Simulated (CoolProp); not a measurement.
The numbers come from the reference Helmholtz-energy equation of state, Thol 2019 in CoolProp.

**Question.** Give the vapour pressure (MPa), vapour density (kg/m³), vapour viscosity (µPa s), liquid conductivity (mW/(m K)) of saturated n-pentane at 346.7, 379.5 K.

**Answer.** 
```csv
T (K),p (MPa),vapour density (kg/m³),vapour viscosity (µPa s),liquid conductivity (mW/(m K))
346.7,0.312,8.64,7.58,95.3
379.5,0.682,18.7,8.07,85.9
```

Viscosity comes from a separate model (Quiñones-Cisneros 2006), older than the equation that it now runs on, and unchecked against measurements. Thermal conductivity comes from a separate model (Vassiliou 2015).
